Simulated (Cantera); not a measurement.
**Carbon deposition, reforming and gasification: n-butane + H2O**

Input: 1 mol n-butane, 0.037 mol H2O, held at 10.0 Torr.

These are equilibrium values from Cantera (NASA tables, ideal gas, pure condensed phases), not measurements of a reactor. Candidate condensed phases: C, C6H6, C7H8, C8H18, H2O; 110 gas species. Rates play no part.

```csv
T (°C),x H2,x H,x CO,x C2H2 (acetylene),n C(graphite)
877,0.992,6.44e-7,0.00729,3.84e-8,3.96
977,0.993,4.17e-6,0.00729,2.50e-7,3.96
1077,0.993,2.06e-5,0.00729,1.23e-6,3.96
1177,0.993,8.16e-5,0.00729,4.84e-6,3.96
1277,0.992,0.000272,0.00729,1.59e-5,3.96
1377,0.992,0.000784,0.00729,4.52e-5,3.96
1477,0.991,0.00200,0.00728,0.000114,3.96
1577,0.988,0.00464,0.00728,0.000258,3.96
1677,0.982,0.00984,0.00726,0.000537,3.96
1777,0.972,0.0194,0.00722,0.00103,3.95
1877,0.955,0.0357,0.00716,0.00185,3.94
```
x: gas mole fraction; n: condensed amount in mol.

From 877 °C to 1877 °C the condensed part is C(graphite). The main C-bearing gas is CO throughout.
